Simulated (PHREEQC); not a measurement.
PHREEQC input (Pitzer model, pitzer.dat):

```
SOLUTION 1
  temp 20
  units mol/kgw
  pH 7 charge
  C(4) 0.5475
  K 1.6475
  S(6) 0.28
END
USE solution 1
INCREMENTAL_REACTIONS false
REACTION 1
  H2O -1
  0 9.886 18.011 24.689 30.178 34.689 38.397 41.444
  43.949 46.007 47.699 49.089 moles
EQUILIBRIUM_PHASES 1
  Arcanite 0 0
  Kalicinite 0 0
  Misenite 0 0
  CO2(g) -3.4 10
SELECTED_OUTPUT 1
  -reset false
  -pH true
  -pe true
  -ionic_strength true
  -water true
  -activities H2O
  -totals C K S
  -molalities H+ K+ CO3-2 SO4-2 OH- HCO3- CO2 HSO4-
  -equilibrium_phases Arcanite Kalicinite Misenite
PRINT
  -reset false
END
```

Selected output (columns that matter, 11 of 12 rows; water left (kg) added in front):

```
water left (kg)	pH	mu	C	K	S	m_H+	m_K+	m_CO3-2	m_SO4-2	m_OH-	m_HCO3-	la_H2O	Arcanite
0.998491	10.158	2.3849	0.63457	1.65	0.28042	2.0441e-10	1.65	0.45447	0.28042	0.00011311	0.18009	-0.015101	0
0.820516	10.199	2.7459	0.7634	1.8978	0.2862	1.9508e-10	1.8978	0.56189	0.2862	0.00011647	0.2015	-0.017489	0.045172
0.674256	10.243	3.053	0.91914	2.1105	0.24883	1.8844e-10	2.1105	0.69365	0.24883	0.00011948	0.22548	-0.019772	0.11223
0.55405	10.289	3.4524	1.108	2.3861	0.21165	1.8333e-10	2.3861	0.85467	0.21165	0.00012036	0.25336	-0.022777	0.16274
0.45525	10.337	3.9668	1.3376	2.7401	0.17565	1.7912e-10	2.7401	1.0511	0.17565	0.0001187	0.28652	-0.026752	0.20003
0.307304	10.447	5.4509	1.9585	3.76	0.11061	1.7029e-10	3.76	1.5803	0.11061	0.00010673	0.37818	-0.039133	0.24601
0.252445	10.514	6.4882	2.3764	4.4738	0.082987	1.6393e-10	4.4738	1.9314	0.082987	9.6393e-05	0.44496	-0.048708	0.25905
0.207326	10.59	7.7784	2.8905	5.3642	0.059433	1.5512e-10	5.3642	2.3548	0.059433	8.3569e-05	0.53574	-0.061726	0.26768
0.17023	10.679	9.3713	3.5266	6.4692	0.040376	1.4327e-10	6.4692	2.8618	0.040376	6.899e-05	0.66476	-0.079476	0.27313
0.139686	10.782	11.326	4.322	7.8372	0.025929	1.2824e-10	7.8372	3.4632	0.025929	5.3671e-05	0.85879	-0.10365	0.27638
0.114514	10.898	13.706	5.3349	9.5284	0.01587	1.1067e-10	9.5284	4.1617	0.01587	3.8858e-05	1.1732	-0.13612	0.27818
```
